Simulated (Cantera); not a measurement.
Charge: 1 mol C3H8, 1.6 mol H2, 0.038 mol NH3, at 3023 K and 0.100 bar.

These are equilibrium values from Cantera (NASA tables, ideal gas, pure condensed phases), not measurements of a reactor. The numbers say what is thermodynamically allowed, not how fast it happens.

```csv
species,before,after
H2,0.550,0.525
H,0.397,0.388
C2H2 (acetylene),0.0366,0.0349
N2,0.000490,0.0168
HCN,0.00341,0.0195
C2N2,5.08e-7,1.74e-5
CN,0.000260,0.00152
HNC,0.000656,0.00375
CH3,2.62e-5,2.44e-5
C2H2 (vinylidene),0.000122,0.000116
C4H2,0.00101,0.000967
"C(graphite), mol",2.25,2.00
```
Gas species are given as mole fractions.

Name the change that produced these shifts.
(A) temperature from 3023 K to 1723 K
(B) pressure from 0.100 bar to 20.0 mbar
(C) temperature from 3023 K to 2848.15 K
(D) NH3 from 0.038 to 0.48 mol

D, NH3 from 0.038 to 0.48 mol
